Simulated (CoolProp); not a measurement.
The numbers come from the reference Helmholtz-energy equation of state, Span 2003 in CoolProp. It is a short technical equation, of lower accuracy than the large ones.

For n-heptane, give the phase and the isothermal compressibility (1/MPa), expansivity (1/kK) at 600 K and 74 bar; 600 K and 92.5 bar; 600 K and 259 bar.


- 600 K and 74 bar: supercritical; isothermal compressibility 0.0756, expansivity 5.80
- 600 K and 92.5 bar: supercritical; isothermal compressibility 0.0409, expansivity 4.04
- 600 K and 259 bar: supercritical; isothermal compressibility 0.00714, expansivity 1.51
